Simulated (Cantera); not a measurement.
Feed: 1 mol trisilylamine, a varied amount of NH3, 3.4 mol H2, held at 1350 K and 35.0 Pa.

These are equilibrium values from Cantera (NASA tables, ideal gas, pure condensed phases), not measurements of a reactor. Candidate condensed phases: Si, Si3N4; 18 gas species. The feed counts by its element totals alone. Mutual solubility and eutectic melting of coexisting phases are not modelled. The numbers say what is thermodynamically allowed, not how fast it happens.

Question: Which condensed phases are stable at each of these points (n(NH3) (mol)): 1.9, 2.3, 2.8, 3.4, 4.1, 5, 6.1, 7.5, 9.1, 11, 13, 16, 20?

Answer: 
```
n(NH3) (mol)  condensed phases  Si condensed (%)
------------  ----------------  ----------------
1.9           Si(s) + Si3N4(s)             100.0
2.3           Si(s) + Si3N4(s)             100.0
2.8           Si(s) + Si3N4(s)             100.0
3.4                   Si3N4(s)             100.0
4.1                   Si3N4(s)             100.0
5                     Si3N4(s)             100.0
6.1                   Si3N4(s)             100.0
7.5                   Si3N4(s)             100.0
9.1                   Si3N4(s)             100.0
11                    Si3N4(s)             100.0
13                    Si3N4(s)             100.0
16                    Si3N4(s)             100.0
20                    Si3N4(s)             100.0
```

From 1.9 mol NH3 to 2.8 mol NH3 the condensed part is Si(s) + Si3N4(s). From 3.4 mol NH3 to 20 mol NH3 the condensed part is Si3N4(s).
